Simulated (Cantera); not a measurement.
A closed system holds: 1 mol Na₂CO₃, 0.27 mol C, 4.6 mol O₂, held at 1 atm.

Cantera equilibrium calculation (NASA polynomials, part measured and part estimated; ideal gas, pure solids and liquids). Candidate condensed phases: C, Na, NaO₂, Na₂CO₃, Na₂O, Na₂O₂; 16 gas species. Rates play no part.

x: gas mole fraction; n: condensed amount in mol.

```json
[
 {"T (°C)": "652", "x O₂": "0.941", "x CO₂": "0.0587", "x Na": "<1e-12", "x NaO": "<1e-12", "x Na₂O": "<1e-12", "x O": "1.29e-11", "n Na₂CO₃(s)": "1.00", "n Na₂CO₃(l)": "0"},
 {"T (°C)": "727", "x O₂": "0.941", "x CO₂": "0.0587", "x Na": "<1e-12", "x NaO": "<1e-12", "x Na₂O": "<1e-12", "x O": "1.52e-10", "n Na₂CO₃(s)": "1.00", "n Na₂CO₃(l)": "0"},
 {"T (°C)": "802", "x O₂": "0.941", "x CO₂": "0.0587", "x Na": "3.88e-11", "x NaO": "2.06e-11", "x Na₂O": "<1e-12", "x O": "1.26e-9", "n Na₂CO₃(s)": "1.00", "n Na₂CO₃(l)": "0"},
 {"T (°C)": "877", "x O₂": "0.941", "x CO₂": "0.0587", "x Na": "[?]", "x NaO": "[?]", "x Na₂O": "<1e-12", "x O": "[?]", "n Na₂CO₃(s)": "0", "n Na₂CO₃(l)": "1.00"},
 {"T (°C)": "952", "x O₂": "0.941", "x CO₂": "0.0587", "x Na": "1.70e-8", "x NaO": "6.53e-9", "x Na₂O": "<1e-12", "x O": "4.06e-8", "n Na₂CO₃(s)": "0", "n Na₂CO₃(l)": "1.00"},
 {"T (°C)": "1027", "x O₂": "0.941", "x CO₂": "0.0587", "x Na": "1.99e-7", "x NaO": "6.70e-8", "x Na₂O": "1.48e-11", "x O": "1.71e-7", "n Na₂CO₃(s)": "0", "n Na₂CO₃(l)": "1.000"},
 {"T (°C)": "1102", "x O₂": "0.941", "x CO₂": "0.0587", "x Na": "[?]", "x NaO": "[?]", "x Na₂O": "[?]", "x O": "[?]", "n Na₂CO₃(s)": "0", "n Na₂CO₃(l)": "1.000"},
 {"T (°C)": "1177", "x O₂": "0.941", "x CO₂": "0.0587", "x Na": "1.22e-5", "x NaO": "3.29e-6", "x Na₂O": "4.96e-9", "x O": "1.94e-6", "n Na₂CO₃(s)": "0", "n Na₂CO₃(l)": "1.000"},
 {"T (°C)": "1252", "x O₂": "0.941", "x CO₂": "0.0587", "x Na": "6.97e-5", "x NaO": "1.70e-5", "x Na₂O": "5.71e-8", "x O": "5.46e-6", "n Na₂CO₃(s)": "0", "n Na₂CO₃(l)": "1.000"},
 {"T (°C)": "1327", "x O₂": "0.941", "x CO₂": "0.0589", "x Na": "0.000333", "x NaO": "7.44e-5", "x Na₂O": "5.13e-7", "x O": "1.40e-5", "n Na₂CO₃(s)": "0", "n Na₂CO₃(l)": "0.999"},
 {"T (°C)": "1402", "x O₂": "0.939", "x CO₂": "0.0594", "x Na": "0.00137", "x NaO": "0.000282", "x Na₂O": "3.69e-6", "x O": "3.29e-5", "n Na₂CO₃(s)": "0", "n Na₂CO₃(l)": "0.996"},
 {"T (°C)": "1477", "x O₂": "0.933", "x CO₂": "0.0611", "x Na": "0.00490", "x NaO": "0.000935", "x Na₂O": "2.16e-5", "x O": "7.18e-5", "n Na₂CO₃(s)": "0", "n Na₂CO₃(l)": "0.986"},
 {"T (°C)": "1552", "x O₂": "0.916", "x CO₂": "0.0660", "x Na": "0.0153", "x NaO": "0.00271", "x Na₂O": "0.000103", "x O": "0.000146", "n Na₂CO₃(s)": "0", "n Na₂CO₃(l)": "0.957"},
 {"T (°C)": "1627", "x O₂": "0.872", "x CO₂": "0.0784", "x Na": "0.0417", "x NaO": "0.00675", "x Na₂O": "0.000384", "x O": "0.000277", "n Na₂CO₃(s)": "0", "n Na₂CO₃(l)": "0.877"}
]
```

Problem. Fill in the missing entries.

Solution. 
- 1102, x Na: 1.76e-6
- 1102, x NaO: 5.25e-7
- 1102, x Na₂O: 3.22e-10
- 1102, x O: 6.14e-7
- 877, x Na: 1.03e-9
- 877, x NaO: 4.62e-10
- 877, x O: 8.01e-9
